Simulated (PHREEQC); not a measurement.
# Phosphoric acid bath: an equilibrium model

Consider water at 25 °C with 180 mmol/kgw NaH2PO4 and 0.038 mmol/kgw HNO3. Closed to the air; pH follows from the charge balance.

Equilibrium calculation in PHREEQC: ion-association model, phreeqc.dat.

Each row changes one thing in this solution. This is a speciation only: nothing precipitates in the calculation.

```json
[
 {"case": "as made", "pH": "4.40", "ionic strength (mol/kgw)": "0.181"},
 {"case": "NaH2PO4 left out", "pH": "4.42", "ionic strength (mol/kgw)": "3.80e-5"},
 {"case": "diluted 10-fold with water", "pH": "4.64", "ionic strength (mol/kgw)": "0.0181"},
 {"case": "NaH2PO4 replaced by NaAlO2 at the same molality", "pH": "9.09", "ionic strength (mol/kgw)": "0.180"},
 {"case": "HNO3 from 3.8e-05 to 1.9e-05 mol/kgw", "pH": "4.41", "ionic strength (mol/kgw)": "0.181"},
 {"case": "diluted 100-fold with water", "pH": "5.00", "ionic strength (mol/kgw)": "?"},
 {"case": "0.28 mol/kgw H3PO4 added", "pH": "?", "ionic strength (mol/kgw)": "0.196"},
 {"case": "HNO3 from 3.8e-05 to 0.00019 mol/kgw", "pH": "4.36", "ionic strength (mol/kgw)": "0.181"},
 {"case": "NaH2PO4 replaced by NaBF4 at the same molality", "pH": "2.63", "ionic strength (mol/kgw)": "0.183"}
]
```

Task: Fill in the missing entries.

Result: 
- diluted 100-fold with water, ionic strength (mol/kgw): 0.00182
- 0.28 mol/kgw H3PO4 added, pH: 1.89

Species that the database lacks are ignored. Some of these states are supersaturated (in Al(OH)3(a), Gibbsite (slow to form), for instance). Real BF4- forms and hydrolyses slowly; the run takes it at equilibrium.
